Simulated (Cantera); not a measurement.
Feed: 1 mol Na2CO3, 0.37 mol SO2, 0.19 mol CO2, 0.089 mol H2S, held at 190000 Pa.

Method: chemical equilibrium by Gibbs-energy minimisation in Cantera with the NASA 1993 tables (ideal gas, pure condensed phases). Candidate condensed phases: C, C6H6, C7H8, C8H18, H2O, H2SO4, Na, NaOH, NaO2, Na2CO3, Na2O, Na2O2, Na2S, Na2SO4, S; 131 gas species. Gases not in the tables: S3 to S7. The numbers say what is thermodynamically allowed, not how fast it happens. All values below are at 1000 K.

Base state: CO2 0.779, H2S 0.0837, H2O 0.0496, CO 0.0355, COS 0.0290, S2 0.0190, H2 0.00324, CS2 0.000257 (mole fractions); condensed: Na2CO3(s) + Na2S(s) + Na2SO4(s).

Q: What changes in the equilibrium state with this change: pressure from 190000 Pa to 1000 Pa?

A: 
```json
[
 {"species": "CO2", "before": "0.779", "after": "0.840"},
 {"species": "H2O", "before": "0.0496", "after": "0.112"},
 {"species": "CO", "before": "0.0355", "after": "0.0383"},
 {"species": "H2S", "before": "0.0837", "after": "0.00108"},
 {"species": "S2", "before": "0.0190", "after": "0.000116"},
 {"species": "COS", "before": "0.0290", "after": "0.000177"},
 {"species": "CS2", "before": "0.000257", "after": "8.94e-9"},
 {"species": "S2O", "before": "5.09e-5", "after": "3.12e-7"},
 {"species": "H2", "before": "0.00324", "after": "0.00735"},
 {"species": "SO2", "before": "0.000211", "after": "0.000228"},
 {"species": "Na2CO3(s), mol", "before": "0.640", "after": "0.542"},
 {"species": "Na2S(s), mol", "before": "0.0827", "after": "0.172"},
 {"species": "Na2SO4(s), mol", "before": "0.277", "after": "0.286"}
]
```

Q: What changes in the equilibrium state with this change: Na2CO3 replaced by MgO?

A: 
```json
[
 {"species": "SO2", "before": "0.000211", "after": "0.491"},
 {"species": "CO2", "before": "0.779", "after": "0.283"},
 {"species": "H2O", "before": "0.0496", "after": "0.120"},
 {"species": "H2S", "before": "0.0837", "after": "0.0128"},
 {"species": "CO", "before": "0.0355", "after": "0.000388"},
 {"species": "COS", "before": "0.0290", "after": "0.000666"},
 {"species": "S2", "before": "0.0190", "after": "0.0840"},
 {"species": "CS2", "before": "0.000257", "after": "3.74e-7"},
 {"species": "S2O", "before": "5.09e-5", "after": "0.00748"},
 {"species": "SO", "before": "3.03e-7", "after": "2.12e-5"},
 {"species": "Na2CO3(s), mol", "before": "0.640", "after": "0"},
 {"species": "Na2S(s), mol", "before": "0.0827", "after": "0"},
 {"species": "Na2SO4(s), mol", "before": "0.277", "after": "0"},
 {"species": "MgO(s), mol", "before": "0", "after": "1.00"}
]
```
Further candidate phases: Mg, MgCO3, MgO, Mg(OH)2, MgS, MgSO4.

Q: What changes in the equilibrium state with this change: pressure from 190000 Pa to 100000 Pa?

A: 
```tsv
species	before	after
CO2	0.779	0.805
H2O	0.0496	0.0661
H2S	0.0837	0.0607
S2	0.0190	0.0107
COS	0.0290	0.0163
CO	0.0355	0.0367
CS2	0.000257	7.85e-5
S2O	5.09e-5	2.86e-5
H2	0.00324	0.00433
Na2CO3(s), mol	0.640	0.608
Na2S(s), mol	0.0827	0.111
Na2SO4(s), mol	0.277	0.281
```
